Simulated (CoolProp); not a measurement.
Vapour pressure (bar) of C3F8 (R218): the reference equation beside estimates from Tc = 71.9 °C, pc = 26.40 bar, ω = 0.317. Clausius-Clapeyron is anchored at -103.75 °C with a constant enthalpy of vaporisation of 23.85 kJ/mol.

Model: reference Helmholtz-energy equation of state, Lemmon 2006, in CoolProp. It is a short technical equation, of lower accuracy than the large ones.

```csv
T (°C),reference,Lee-Kesler,Clausius-Clapeyron,van der Waals,Soave-Redlich-Kwong
-115.35,0.003099,0.002976,0.003162,0.3911,0.003087
-103.75,0.01098,0.01054,0.01098,0.6480,0.01087
-92.15,0.03215,0.03101,0.03251,1.009,0.03177
-80.45,0.08138,0.07907,0.08510,1.497,0.08044
-68.85,(withheld),0.1768,(withheld),2.125,0.1786
-57.25,0.3615,0.3569,0.4214,2.911,0.3588
-45.65,0.6662,0.6621,0.8296,3.874,0.6630
-33.95,1.150,1.149,1.537,5.038,1.148
-22.35,1.864,(withheld),2.677,6.398,1.868
-10.75,2.877,2.891,4.439,(withheld),2.894
0.85,4.261,4.284,7.051,9.783,4.302
12.55,6.110,6.143,10.83,11.85,6.191
```

Task: What belongs in the gaps?

Result: 
- -68.85, reference: 0.1804
- -68.85, Clausius-Clapeyron: 0.1982
- -22.35, Lee-Kesler: 1.869
- -10.75, van der Waals: 7.976

Absolute difference from the reference over all 12 rows, mean and median: Lee-Kesler 1.7 and 0.9 %, Clausius-Clapeyron 27.7 and 20.5 %, van der Waals 2195.5 and 593.4 %, Soave-Redlich-Kwong 0.8 and 0.9 %.
